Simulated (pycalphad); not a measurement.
**Freezing of Si-Cu alloys with rising Cu**

All values are pycalphad results on the COST 507 light-alloy database (1999) (1 atm), not direct measurements. The database dates from 1999; later assessments differ in places, in temperatures and in the compounds included. Phase fractions are per mole of atoms.

Scheil-Gulliver runs (no diffusion in the solid, steps of 4 K) beside full equilibrium.

```
alloy              liquidus (K)  Scheil, half solid (K)  Scheil, 80 % solid (K)  Scheil, invariant end (K)  liquid left at that end  equilibrium solidus (K)
-----------------  ------------  ----------------------  ----------------------  -------------------------  -----------------------  -----------------------
Si-22.29Cu (wt.%)          1624                    1547                    1279                       1074                     0.16                     1074
Si-39.65Cu (wt.%)          1547                    1382    at the invariant end                       1074                     0.32                     1074
Si-49.23Cu (wt.%)             ?                       ?    at the invariant end                       1074                        ?                     1074
```

Complete the blanks.


- Si-49.23Cu (wt.%), liquidus (K): 1494
- Si-49.23Cu (wt.%), Scheil, half solid (K): 1235
- Si-49.23Cu (wt.%), liquid left at that end: 0.43
